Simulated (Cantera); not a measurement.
Charge: 1 mol Si, 3 mol NF3, 39 mol N2, equilibrated at 150 Torr.

These are equilibrium values from Cantera (NASA tables, ideal gas, pure condensed phases), not measurements of a reactor. Candidate condensed phases: Si, Si3N4; 16 gas species. The numbers say what is thermodynamically allowed, not how fast it happens.

x: gas mole fraction; nothing condenses.

```csv
T (K),x N2,x F,x F2,x SiF4,x NF3
875,0.918,0.0110,0.0420,0.0227,0.00624
950,0.909,0.0263,0.0408,0.0225,0.00145
1025,0.898,?,?,0.0222,?
1100,0.887,0.0730,0.0182,0.0219,4.62e-5
1175,0.879,0.0907,0.00886,0.0217,6.40e-6
1250,0.874,0.100,?,0.0216,?
1325,0.872,0.104,0.00171,0.0215,1.24e-7
```

Problem. Fill in the missing entries.

Solution. 
- 1025, x F: 0.0489
- 1025, x F2: 0.0306
- 1025, x NF3: 0.000283
- 1250, x F2: 0.00390
- 1250, x NF3: 8.52e-7
